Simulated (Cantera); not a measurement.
Ignition delay

Mixture: 7.09 % CH₃OH, 18.0 % O₂, 67.8 % N₂, 7.09 % H₂O, at 12.0 bar, adiabatic and at constant pressure. Ignition delay is the time to a rise of 400 K.

Computed with Cantera and GRI-Mech 3.0 (53 species, 325 reactions). GRI-Mech 3.0 was tuned for natural gas; its chemistry of methanol as a main component is partial and can be far from experiment. The pressure lies above the range GRI-Mech 3.0 was tuned for (to about 10 atm).

```json
[
 {"T0 (K)": "1000", "delay (ms)": "78.0"},
 {"T0 (K)": "1050", "delay (ms)": "24.4"},
 {"T0 (K)": "1100", "delay (ms)": "8.45"},
 {"T0 (K)": "1150", "delay (ms)": "3.20"},
 {"T0 (K)": "1200", "delay (ms)": "1.31"},
 {"T0 (K)": "1250", "delay (ms)": "0.582"},
 {"T0 (K)": "1300", "delay (ms)": "0.277"},
 {"T0 (K)": "1350", "delay (ms)": "0.141"},
 {"T0 (K)": "1400", "delay (ms)": "0.0767"}
]
```

```json
{
  "apparent activation energy between 1300 and 1400 K": "190 kJ/mol"
}
```
